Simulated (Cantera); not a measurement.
An isothermal, constant-pressure homogeneous reactor starts with H2 : O2 = 0.066 : 1 (molar parts), at 1350 K and 0.0267 bar.

Cantera simulation using GRI-Mech 3.0 (53 species, 325 reactions); the numbers are that mechanism's predictions, not measurements. Radical loss at walls, strong at low pressure, is not modelled. The temperature is held fixed by assumption; the heat of reaction is taken as removed at once.

One state of this run: x H2 = 0.00121; x O2 = 0.890; x O = 0.0405; x H2O2 = 1.52e-7; x H = 0.00836; x HO2 = 5.21e-6; x H2O = 0.0536. x: mole fraction; the columns are a selection and need not sum to one.

Problem. Which value of t (s) does it belong to?
A) 0.271
B) 0.00543
C) 1.00
D) 0.00147

Solution. D, 0.00147
